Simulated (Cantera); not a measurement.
Cantera run:

```python
import numpy as np
import cantera as ct

gas_names = [...]  # 151 gases of nasa_gas.yaml made of C, H, N, O, Si
cond_names = """
    C(gr) C6H6(L) C7H8(L) C8H18(L),n-octa H2O(s) H2O(L) Si(cr) Si(L) SiC(b) SiO2(Lqz) SiO2(hqz) SiO2(L)
    Si2N2O(s) Si3N4(a)
""".split()


# ... load() reads the species with a 1 bar reference pressure and builds the phases ...
atoms = {
    'SiC': {'Si': 1, 'C': 1},
    'CO2': {'C': 1, 'O': 2},
    'H2': {'H': 2},
    'N2O': {'N': 2, 'O': 1},
}
top_T = {'C(gr)': 4500, 'SiC(b)': 3050, 'Si2N2O(s)': 2100, 'Si3N4(a)': 2400}  # K; cautious upper limits of use, not melting points


# ... equilibrate(T, P, feed) seeds the gas with the atoms and calls Mixture.equilibrate('TP', solver="vcs", rtol=1e-11, max_steps=5000) ...
results = []
T = 1550  # K
P = 820000  # Pa
for m in [36, 110, 190, 260, 330, 410, 480, 560, 630]:
    feed = {'SiC': 1, 'CO2': 0.44, 'H2': m, 'N2O': 0.019}  # mol
    mix = equilibrate(T, P, feed)
    results.append((T, P, feed, dict(zip(mix.species_names, mix.species_moles))))

top = {s: max(r[3][s] / sum(r[3][g] for g in gas_names) for r in results) for s in gas_names}
cols = sorted((s for s in top if top[s] > 0.001), key=lambda s: -top[s])[:5]
seen = [c for c in cond_names if any(r[3].get(c, 0) > 1e-12 for r in results)]
print("log10 of partial pressures in bar; condensed amounts in mol")
print(f"{'n(H2)':>10s}" + "".join(f"{s[:9]:>10s}" for s in cols + seen))
for T, P, feed, n in results:
    ng = sum(n[g] for g in gas_names)
    print(f"{feed['H2']:10.4g}" + "".join(f"{np.log10(max(n[s] / ng * P / 1e5, 1e-99)):10.3f}" for s in cols)
          + "".join(f"{n.get(c, 0):10.4g}" for c in seen))
```

It prints:

```
log10 of partial pressures in bar; condensed amounts in mol
     n(H2)        H2       CH4        CO     C(gr)    SiC(b) SiO2(hqz) Si2N2O(s)
        36     0.904    -0.884    -1.311   0.02468    0.6314    0.3334   0.01733
       110     0.910    -1.290    -1.940         0    0.6011    0.3608   0.01778
       190     0.912    -1.502    -2.263         0    0.5864    0.3719   0.01798
       260     0.912    -1.626    -2.449         0    0.5782    0.3766   0.01808
       330     0.913    -1.720    -2.592         0    0.5718    0.3791   0.01814
       410     0.913    -1.807    -2.722         0    0.5656    0.3803    0.0182
       480     0.913    -1.870    -2.817         0    0.5608    0.3805   0.01823
       560     0.913    -1.931    -2.909         0    0.5557    0.3798   0.01827
       630     0.913    -1.978    -2.980         0    0.5514    0.3788   0.01829
```

These are equilibrium values from Cantera (NASA tables, ideal gas, pure condensed phases), not measurements of a reactor. Mutual solubility and eutectic melting of coexisting phases are not modelled. The tables hold silica as quartz up to 1696 K and as liquid above; real silica turns to tridymite and cristobalite and melts near 1996 K.
